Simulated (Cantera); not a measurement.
A diamond (100) surface in a fixed gas of H2 with x(CH4) = 0.017, x(CH3) = 1.6e-05, at 1300 K, 15.0 Torr; coverages are run to steady state.

Cantera simulation using the Harris–Goodwin 1993 mechanism for the reconstructed diamond (100) surface; the numbers are that mechanism's predictions, not measurements.

θ: site fractions in the mechanism's names (c6HH fully hydrogenated, c6H* and c6*H radical sites, c6** diradical, c6HM methylated).

```json
[
 {"x(H)": "0.0001", "growth (µm/h)": "[?]", "θ c6HH": "0.660", "θ c6H*": "0.0288", "θ c6*H": "0.307", "θ c6**": "0.00420"},
 {"x(H)": "0.00023", "growth (µm/h)": "[?]", "θ c6HH": "0.544", "θ c6H*": "0.0381", "θ c6*H": "0.407", "θ c6**": "0.0107"},
 {"x(H)": "0.00052", "growth (µm/h)": "[?]", "θ c6HH": "0.464", "θ c6H*": "0.0441", "θ c6*H": "0.471", "θ c6**": "0.0205"},
 {"x(H)": "0.0012", "growth (µm/h)": "[?]", "θ c6HH": "0.418", "θ c6H*": "0.0471", "θ c6*H": "0.504", "θ c6**": "0.0311"},
 {"x(H)": "0.0027", "growth (µm/h)": "[?]", "θ c6HH": "0.395", "θ c6H*": "0.0484", "θ c6*H": "0.518", "θ c6**": "0.0389"},
 {"x(H)": "0.006", "growth (µm/h)": "[?]", "θ c6HH": "0.384", "θ c6H*": "0.0490", "θ c6*H": "0.523", "θ c6**": "0.0435"},
 {"x(H)": "0.014", "growth (µm/h)": "[?]", "θ c6HH": "0.379", "θ c6H*": "0.0493", "θ c6*H": "0.526", "θ c6**": "0.0460"},
 {"x(H)": "0.031", "growth (µm/h)": "[?]", "θ c6HH": "0.376", "θ c6H*": "0.0494", "θ c6*H": "0.527", "θ c6**": "0.0471"},
 {"x(H)": "0.071", "growth (µm/h)": "[?]", "θ c6HH": "0.375", "θ c6H*": "0.0497", "θ c6*H": "0.527", "θ c6**": "0.0477"}
]
```

Task: Some entries are withheld; supply them.

Result: 
- 0.0001, growth (µm/h): 0.000953
- 0.00023, growth (µm/h): 0.00439
- 0.00052, growth (µm/h): 0.0129
- 0.0012, growth (µm/h): 0.0264
- 0.0027, growth (µm/h): 0.0403
- 0.006, growth (µm/h): 0.0542
- 0.014, growth (µm/h): 0.0741
- 0.031, growth (µm/h): 0.106
- 0.071, growth (µm/h): 0.162
